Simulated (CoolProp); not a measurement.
Vapour pressure (MPa) of R365MFC: the reference equation beside estimates from Tc = 186.9 °C, pc = 3.266 MPa, ω = 0.377. Clausius-Clapeyron is anchored at 6.75 °C with a constant enthalpy of vaporisation of 30.11 kJ/mol.

Values from CoolProp's reference Helmholtz-energy equation of state, Lemmon 2016.

| T (°C) | reference | Clausius-Clapeyron | Redlich-Kwong | Soave-Redlich-Kwong |
|---|---|---|---|---|
| -11.05 | 0.01033 | 0.01063 | 0.03805 | 0.009916 |
| -6.65 | 0.01310 | 0.01335 | 0.04585 | 0.01262 |
| -2.15 | 0.01655 | 0.01673 | 0.05505 | 0.01601 |
| 2.25 | 0.02062 | 0.02072 | 0.06537 | 0.02001 |
| 6.75 | 0.02559 | 0.02559 | 0.07738 | 0.02491 |
| 11.15 | 0.03136 | 0.03127 | 0.09068 | 0.03063 |
| 15.65 | 0.03832 | 0.03813 | 0.1060 | 0.03754 |
| 20.05 | 0.04627 | 0.04603 | 0.1228 | 0.04547 |
| 24.55 | 0.05574 | 0.05548 | 0.1419 | 0.05493 |
| 28.95 | 0.06644 | 0.06623 | 0.1627 | 0.06565 |
| 33.45 | 0.07901 | 0.07897 | 0.1862 | 0.07828 |
| 37.85 | 0.09307 | 0.09334 | 0.2115 | 0.09245 |
| 42.35 | 0.1094 | 0.1102 | 0.2399 | 0.1090 |
| 46.75 | 0.1275 | 0.1291 | 0.2702 | 0.1273 |
| 51.25 | 0.1484 | 0.1510 | 0.3040 | 0.1485 |

Absolute difference from the reference over all 15 rows, mean and median: Clausius-Clapeyron 0.8 and 0.5 %, Redlich-Kwong 173.3 and 165.4 %, Soave-Redlich-Kwong 1.8 and 1.7 %.
